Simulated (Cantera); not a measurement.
## Thermodynamics of abatement and gas-phase synthesis, feed CO2 + H2O + H2

A closed system holds: 1 mol CO2, 0.32 mol H2O, a varied amount of H2, held at 575 K and 13.3 mbar.

Method: chemical equilibrium by Gibbs-energy minimisation in Cantera with the NASA 1993 tables (ideal gas, pure condensed phases). Candidate condensed phases: C, C6H6, C7H8, C8H18, H2O; 110 gas species. Rates play no part.

```
n(H2) (mol)   x H2  x H2O     x CO2   x CH4      x CO   x C2H6  n C(graphite)
-----------  -----  -----  --------  ------  --------  -------  -------------
0.79         0.127  0.394     0.433  0.0419   0.00353  4.43e-9          0.121
2.3          0.224  0.456     0.187   0.130   0.00232  2.42e-8          0.110
3.8          0.292  0.443    0.0851   0.179   0.00141  3.52e-8              0
5.3          0.376  0.419    0.0271   0.177  0.000613  2.67e-8              0
6.8          0.479  0.360   0.00668   0.154  0.000223  1.60e-8              0
8.3          0.570  0.299   0.00191   0.129   9.16e-5  9.34e-9              0
9.8          0.638  0.252  0.000731   0.109   4.65e-5  5.95e-9              0
11           0.679  0.224  0.000396  0.0964   3.03e-5  4.39e-9              0
13           0.731  0.188  0.000175  0.0809   1.71e-5  2.88e-9              0
14           0.751  0.174  0.000124  0.0749   1.35e-5  2.40e-9              0
16           0.783  0.151   6.92e-5  0.0652   9.03e-6  1.74e-9              0
17           0.797  0.142   5.36e-5  0.0612   7.57e-6  1.51e-9              0
19           0.819  0.127   3.40e-5  0.0545   5.54e-6  1.17e-9              0
```
x: gas mole fraction; n: condensed amount in mol.

From 0.79 mol H2 to 2.3 mol H2 the condensed part is C(graphite). From 3.8 mol H2 to 19 mol H2 nothing is condensed. The main C-bearing gas is CO2 at 0.79 mol H2 and CH4 at 19 mol H2.
